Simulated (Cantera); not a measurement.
Input (Python, Cantera) and output of one run.

```python
import numpy as np
import cantera as ct

gas_names = """
    CL CLO CL2 H HCL HOCL HO2 H2 H2O H2O2 O OH O2 O3
""".split()
cond_names = """
    H2O(s) H2O(L)
""".split()


# ... load() reads the species with a 1 bar reference pressure and builds the phases ...
atoms = {
    'HCl': {'H': 1, 'CL': 1},
    'O2': {'O': 2},
    'H2': {'H': 2},
}
top_T = {}  # K; cautious upper limits of use, not melting points


# ... equilibrate(T, P, feed) seeds the gas with the atoms and calls Mixture.equilibrate('TP', solver="vcs", rtol=1e-11, max_steps=5000) ...
results = []
feed = {'HCl': 1, 'O2': 1.6, 'H2': 0.98}  # mol
P = 1000  # Pa
for T in [1650, 1725, 1800, 1875, 1950, 2025, 2100, 2175, 2250]:
    mix = equilibrate(T, P, feed)
    results.append((T, P, feed, dict(zip(mix.species_names, mix.species_moles))))
    x = sorted(zip(gas.X, gas.species_names), reverse=True)
    print(f"T = {T:g} K  P = {P:g} Pa  gas = {mix.phase_moles(0):.4g} mol")
    print("   x: " + "  ".join(f"{s} {v:.3e}" for v, s in x if v > 0.001))
    print("   condensed (mol): " + ("  ".join(f"{mix.phase(i).name} {mix.phase_moles(i):.4g}"
          for i in range(1, mix.n_phases) if mix.phase_moles(i) > 1e-12) or "none"))
```

It prints:

```
T = 1650 K  P = 1000 Pa  gas = 3.111 mol
   x: O2 3.496e-01  H2O 3.274e-01  HCL 2.947e-01  CL 2.603e-02  OH 1.667e-03
   condensed (mol): none
T = 1725 K  P = 1000 Pa  gas = 3.119 mol
   x: O2 3.464e-01  H2O 3.299e-01  HCL 2.860e-01  CL 3.408e-02  OH 2.797e-03
   condensed (mol): none
T = 1800 K  P = 1000 Pa  gas = 3.129 mol
   x: O2 3.425e-01  H2O 3.325e-01  HCL 2.760e-01  CL 4.324e-02  OH 4.494e-03
   condensed (mol): none
T = 1875 K  P = 1000 Pa  gas = 3.141 mol
   x: O2 3.379e-01  H2O 3.347e-01  HCL 2.647e-01  CL 5.334e-02  OH 6.944e-03  O 1.398e-03
   condensed (mol): none
T = 1950 K  P = 1000 Pa  gas = 3.155 mol
   x: H2O 3.363e-01  O2 3.324e-01  HCL 2.524e-01  CL 6.418e-02  OH 1.036e-02  O 2.603e-03  H2 1.142e-03
   condensed (mol): none
T = 2025 K  P = 1000 Pa  gas = 3.174 mol
   x: H2O 3.366e-01  O2 3.259e-01  HCL 2.393e-01  CL 7.551e-02  OH 1.496e-02  O 4.617e-03  H2 2.050e-03
   condensed (mol): none
T = 2100 K  P = 1000 Pa  gas = 3.199 mol
   x: H2O 3.351e-01  O2 3.182e-01  HCL 2.253e-01  CL 8.707e-02  OH 2.095e-02  O 7.843e-03  H2 3.521e-03  H 1.849e-03
   condensed (mol): none
T = 2175 K  P = 1000 Pa  gas = 3.232 mol
   x: H2O 3.307e-01  O2 3.091e-01  HCL 2.107e-01  CL 9.858e-02  OH 2.849e-02  O 1.280e-02  H2 5.794e-03  H 3.716e-03
   condensed (mol): none
T = 2250 K  P = 1000 Pa  gas = 3.276 mol
   x: H2O 3.226e-01  O2 2.982e-01  HCL 1.953e-01  CL 1.098e-01  OH 3.763e-02  O 2.015e-02  H2 9.149e-03  H 7.103e-03
   condensed (mol): none
```

These are equilibrium values from Cantera (NASA tables, ideal gas, pure condensed phases), not measurements of a reactor.
